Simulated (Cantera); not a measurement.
A closed system holds: 1 mol Cu2O, 1.3 mol CO, 6.5 mol N2, held at 33.0 Pa.

These are equilibrium values from Cantera (NASA tables, ideal gas, pure condensed phases), not measurements of a reactor. Candidate condensed phases: C, Cu, CuO, Cu2O; 27 gas species. The numbers say what is thermodynamically allowed, not how fast it happens.

Task: At 2202 °C, list the 5 most abundant gas species with their mole fractions, and the condensed phases.

Result: N2 0.610, Cu 0.188, CO 0.116, O 0.0663, O2 0.00886. Condensed: gas only.
